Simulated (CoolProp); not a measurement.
Vapour-liquid equilibrium of propylene (1) + R142b (2) at 206.2 K; x and y are mole fractions of (1).

Values from CoolProp's multi-fluid Helmholtz-energy mixture model, Lemmon 2013 and Lemmon 2006; pair parameters Bell 2016.

**Question.** Give the bubble pressure and the first vapour's composition at x = 0.15, 0.45, 0.95. Is there an azeotrope?

**Answer.** x = 0.15: 0.01119 MPa, y = 0.664; x = 0.45: 0.02268 MPa, y = 0.886; x = 0.95: 0.03676 MPa, y = 0.990. No azeotrope shows between x = 0.05 and 0.95.

Pair parameters are fitted to limited data, so mixtures are less certain than the pure fluids.
